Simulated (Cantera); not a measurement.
Feed: 1 mol Al₂O₃, 280 mol H₂, 10 mol N₂, held at 59.0 Pa.

Equilibrium computed with Cantera from the NASA thermochemical tables; the gas is ideal and each condensed phase is pure. Candidate condensed phases: Al, AlN, Al₂O₃, H₂O; 35 gas species. The tables' values for AlOH are old estimates; treat these amounts as uncertain. Equilibrium is a limit: real reactors are often held back by kinetics, nucleation or transport. All values below are at 1925 K.

Base state: H₂ 0.927, H 0.0379, N₂ 0.0338, H₂O 0.000782, Al 0.000452, Al₂O 4.43e-5, AlOH 2.49e-5 (mole fractions); condensed: Al₂O₃(s).

What changes in the equilibrium state with this change: Al₂O₃ replaced by V₂O₅?


```tsv
species	before	after
H₂	0.927	0.917
H	0.0379	0.0377
N₂	0.0338	0.0337
H₂O	0.000782	0.00767
VO₂	0	0.00245
Al	0.000452	0
VO	0	0.000983
Al₂O	4.43e-5	0
V	0	3.33e-5
AlOH	2.49e-5	0
OH	2.76e-6	2.72e-5
Al₂O₃(s), mol	0.916	0
VO(s), mol	0	0.973
```
VO: taken at fixed stoichiometry. Further candidate phases: V, VN, VO, V₂O₃, V₂O₄, V₂O₅.
